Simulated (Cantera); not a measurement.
Cantera run:

```python
import numpy as np
import cantera as ct

gas_names = [...]  # 110 gases of nasa_gas.yaml made of C, H, O
cond_names = """
    C(gr) C6H6(L) C7H8(L) C8H18(L),n-octa H2O(s) H2O(L)
""".split()


# ... load() reads the species with a 1 bar reference pressure and builds the phases ...
atoms = {
    'CO': {'C': 1, 'O': 1},
    'H2': {'H': 2},
}
top_T = {'C(gr)': 4500}  # K; cautious upper limits of use, not melting points


# ... equilibrate(T, P, feed) seeds the gas with the atoms and calls Mixture.equilibrate('TP', solver="vcs", rtol=1e-11, max_steps=5000) ...
results = []
feed = {'CO': 1, 'H2': 95}  # mol
T = 723.15  # K
P = 10000  # Pa
mix = equilibrate(T, P, feed)
results.append((T, P, feed, dict(zip(mix.species_names, mix.species_moles))))
print(gas.report(threshold=0.001))
for i in range(1, mix.n_phases):
    print(f"{mix.phase(i).name:16s} {mix.phase_moles(i):12.5e} mol")
```

It prints:

```
       temperature   723.15 K
          pressure   10000 Pa
           density   0.0038841 kg/m^3
  mean mol. weight   2.3354 kg/kmol
   phase of matter   gas

                          1 kg             1 kmol
                     ---------------   ---------------
          enthalpy        3.9295e+06        9.1768e+06  J
   internal energy        1.3549e+06        3.1642e+06  J
           entropy             76271        1.7812e+05  J/K
    Gibbs function       -5.1226e+07       -1.1963e+08  J
 heat capacity c_p             12763             29806  J/K
 heat capacity c_v            9202.7             21492  J/K

                      mass frac. Y      mole frac. X     chem. pot. / RT
                     ---------------   ---------------   ---------------
               CH4          0.072996          0.010626           -43.174
                H2           0.84489           0.97874           -19.089
               H2O          0.081962          0.010625           -71.016
     [ +107 minor]        0.00015075        1.2042e-05

C(gr)             0.00000e+00 mol
```

Cantera equilibrium calculation (NASA polynomials, part measured and part estimated; ideal gas, pure solids and liquids).
